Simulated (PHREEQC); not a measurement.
A solution holds 0.0033 mol/kgw Pb(NO3)2 and 0.16 mol/kgw NaNO3, at 84 °C. Closed to the air; pH follows from the charge balance.

Computed with PHREEQC (ion-association model, phreeqc.dat).

Task: The ionic strength comes out as 0.167 mol/kgw. What activity coefficients do H+, PbNO3+, PbOH+, Pb+2, NO3- get?

Result: H+ 0.79, PbNO3+ 0.73, PbOH+ 0.73, Pb+2 0.28, NO3- 0.68.

No solid was allowed to form. The solution is supersaturated, for example in Pb(OH)2, so a real one may precipitate; this is no full list. At this temperature some constants are extrapolated from 25 °C, and those without enthalpy data are left unchanged.
